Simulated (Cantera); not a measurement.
Mixture: CH4 : O2 : N2 : CO2 = 1 : 4.65 : 17.5 : 0.57 (molar parts), at 250000 Pa, adiabatic and at constant volume. Ignition delay is the time to a rise of 400 K.

Model: GRI-Mech 3.0 (53 species, 325 reactions), integrated in Cantera.

**Question.** Predict: delay at 1300 K; delay at 1375 K; delay at 1450 K; delay at 1525 K; delay at 1600 K; delay at 1675 K; apparent activation energy between 1525 and 1675 K.

**Answer.** 
```
Property                                                 Value
--------------------------------------------------  ----------
delay at 1300 K                                        3.64 ms
delay at 1375 K                                        1.52 ms
delay at 1450 K                                       0.693 ms
delay at 1525 K                                       0.342 ms
delay at 1600 K                                       0.182 ms
delay at 1675 K                                       0.104 ms
apparent activation energy between 1525 and 1675 K  170 kJ/mol
```
